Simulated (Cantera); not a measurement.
Feed: 1 mol Pb, 0.059 mol H2O, 240 mol N2, 0.14 mol NH3, held at 0.100 bar.

Method: chemical equilibrium by Gibbs-energy minimisation in Cantera with the NASA 1993 tables (ideal gas, pure condensed phases). Candidate condensed phases: H2O, Pb, PbO, PbO2, Pb3O4; 27 gas species. Equilibrium is a limit: real reactors are often held back by kinetics, nucleation or transport.

Problem. Which condensed phases are stable at each of these points (T (°C)): 352, 502, 652, 802, 952, 1102, 1252, 1402, 1552?

Solution. 
```
T (°C)  condensed phases  Pb condensed (%)
------  ----------------  ----------------
352                Pb(l)             100.0
502                Pb(l)             100.0
652                Pb(l)              99.4
802                Pb(l)              81.7
952             gas only               0.0
1102            gas only               0.0
1252            gas only               0.0
1402            gas only               0.0
1552            gas only               0.0
```

From 352 °C to 802 °C the condensed part is Pb(l). From 952 °C to 1552 °C nothing is condensed.
